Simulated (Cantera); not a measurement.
Feed: 1 mol PbO, 4.5 mol C, 0.92 mol H₂, held at 1623.15 K and 28.0 Pa.

Equilibrium computed with Cantera from the NASA thermochemical tables; the gas is ideal and each condensed phase is pure. Candidate condensed phases: C, C₆H₆, C₇H₈, C₈H₁₈, H₂O, Pb, PbO, PbO₂, Pb₃O₄; 113 gas species. Equilibrium is a limit: real reactors are often held back by kinetics, nucleation or transport.

Base state: CO 0.342, Pb 0.342, H₂ 0.314, H 0.00232, C₂H₂ (acetylene) 1.09e-5 (mole fractions); condensed: C(graphite).

### Question
What changes in the equilibrium state with this change: PbO replaced by Fe₃O₄?

### Answer
| species | before | after |
|---|---|---|
| CO | 0.342 | 0.807 |
| H₂ | 0.314 | 0.185 |
| Fe | 0 | 0.00599 |
| Pb | 0.342 | 0 |
| C₂H₂ (acetylene) | 1.09e-5 | 6.45e-6 |
| H | 0.00232 | 0.00178 |
| C(graphite), mol | 3.50 | 0.500 |
| Fe(γ), mol | 0 | 2.97 |
Iron dissolves carbon and melts from about 1420 K in contact with it, which pure phases cannot show. Condensed phases not in the tables: cementite and carbon dissolved in iron. Further candidate phases: Fe, Fe(CO)₅, FeO, Fe(OH)₂, Fe(OH)₃, Fe₂O₃, Fe₃O₄.
